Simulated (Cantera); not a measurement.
A Cantera script and what it prints.

```python
import numpy as np
import cantera as ct

gas_names = """
    B BH BH2 BH3 BN B2 H H2 N NH NH2 NH3 N2 N2H2 N2H4
""".split()
cond_names = """
    B(b) B(L) BN(s)
""".split()


# ... load() reads the species with a 1 bar reference pressure and builds the phases ...
atoms = {
    'B': {'B': 1},
    'H2': {'H': 2},
    'N2': {'N': 2},
}
top_T = {'BN(s)': 3200}  # K; cautious upper limits of use, not melting points


# ... equilibrate(T, P, feed) seeds the gas with the atoms and calls Mixture.equilibrate('TP', solver="vcs", rtol=1e-11, max_steps=5000) ...
results = []
feed = {'B': 1, 'H2': 1.4, 'N2': 7}  # mol
T = 1075  # K
P = 1000  # Pa
mix = equilibrate(T, P, feed)
results.append((T, P, feed, dict(zip(mix.species_names, mix.species_moles))))
print(gas.report(threshold=0.001))
for i in range(1, mix.n_phases):
    print(f"{mix.phase(i).name:16s} {mix.phase_moles(i):12.5e} mol")
```

It prints:

```
       temperature   1075 K
          pressure   1000 Pa
           density   0.0026188 kg/m^3
  mean mol. weight   23.407 kg/kmol
   phase of matter   gas

                          1 kg             1 kmol
                     ---------------   ---------------
          enthalpy         1.015e+06        2.3759e+07  J
   internal energy        6.3318e+05        1.4821e+07  J
           entropy             11181        2.6172e+05  J/K
    Gibbs function       -1.1005e+07       -2.5759e+08  J
 heat capacity c_p            1393.2             32611  J/K
 heat capacity c_v              1038             24297  J/K

                      mass frac. Y      mole frac. X     chem. pot. / RT
                     ---------------   ---------------   ---------------
                H2          0.015263           0.17721           -24.024
                N2           0.98474           0.82278           -29.852
     [  +13 minor]        1.8285e-07        3.0942e-07

B(b)              0.00000e+00 mol
BN(s)             1.00000e+00 mol
```

These are equilibrium values from Cantera (NASA tables, ideal gas, pure condensed phases), not measurements of a reactor. N2 is the only nitrogen source here; it is nearly inert below about 1500 K, so the nitride shown seldom forms there in practice.
